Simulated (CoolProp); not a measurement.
Vapour-liquid equilibrium of CH2F2 (R32) (1) + R134a (2) at 307.5 K; x and y are mole fractions of (1).

Values from CoolProp's multi-fluid Helmholtz-energy mixture model, Tillner-Roth 1997 and Tillner-Roth 1994; pair parameters Lemmon 2004.

| x | bubble pressure, mixture model (bar) | bubble pressure, Raoult's law (bar) | y, mixture model | y, Raoult's law |
|---|---|---|---|---|
| 0.05 | 9.309 | 9.353 | 0.098 | 0.115 |
| 0.125 | 10.21 | 10.31 | 0.225 | 0.261 |
| 0.2 | 11.10 | 11.28 | 0.335 | 0.382 |
| 0.275 | 12.01 | 12.24 | 0.430 | 0.484 |
| 0.35 | 12.92 | 13.20 | 0.514 | 0.571 |
| 0.425 | 13.84 | 14.16 | 0.589 | 0.646 |
| 0.5 | 14.77 | 15.13 | 0.657 | 0.712 |
| 0.575 | 15.72 | 16.09 | 0.719 | 0.770 |
| 0.65 | 16.69 | 17.05 | 0.777 | 0.821 |
| 0.725 | 17.68 | 18.01 | 0.830 | 0.867 |
| 0.8 | 18.70 | 18.98 | 0.880 | 0.908 |
| 0.875 | 19.74 | 19.94 | 0.928 | 0.945 |
| 0.95 | 20.81 | 20.90 | 0.972 | 0.979 |

The largest gap from Raoult's law is -2.4 % in bubble pressure, at x = 0.5. No azeotrope shows between x = 0.05 and 0.95.

The pair parameters rest on a limited set of measurements; away from them the model extrapolates.
